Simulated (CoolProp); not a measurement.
A closed Brayton cycle with nitrogen: compressor inlet 330.15 K and 8 MPa, high pressure 18.3 MPa, turbine inlet 925 K, compressor efficiency 0.89, turbine efficiency 0.9, recuperator effectiveness 0 (on enthalpy, no pinch check). Each further row changes one setting.

Computed with CoolProp (reference Helmholtz-energy equation of state, Span 2000).

```csv
case,thermal efficiency (%),net work (kJ/kg),compressor to turbine work,compressor exit (K),turbine exit (K)
as stated,15.1,85.0,0.56,430.7,762.5
turbine inlet 875 K,14.8,74.7,0.59,430.7,719.8
compressor inlet 340.15 K,14.9,81.6,0.58,443.6,762.5
high pressure 15.6 MPa,12.6,73.8,0.53,409.4,791.6
recuperator effectiveness 0.5,22.4,85.0,0.56,430.7,762.5
```
